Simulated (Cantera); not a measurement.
A closed system holds: 1 mol B2H6, 0.18 mol NH3.

Method: chemical equilibrium by Gibbs-energy minimisation in Cantera with the NASA 1993 tables (ideal gas, pure condensed phases). Candidate condensed phases: B, BN; 15 gas species. The feed counts by its element totals alone. Mutual solubility and eutectic melting of coexisting phases are not modelled. The numbers say what is thermodynamically allowed, not how fast it happens.

Q: What condenses at these points (T in °C, P in Pa): (1252, 100000); (1702, 46); (1552, 100000); (1202, 100000)?

A: 
| T (°C) | P in Pa | condensed phases | B condensed (%) |
|---|---|---|---|
| 1252 | 100000 | B + BN | 100.0 |
| 1702 | 46 | B | 99.9 |
| 1552 | 100000 | B + BN | 100.0 |
| 1202 | 100000 | B + BN | 100.0 |
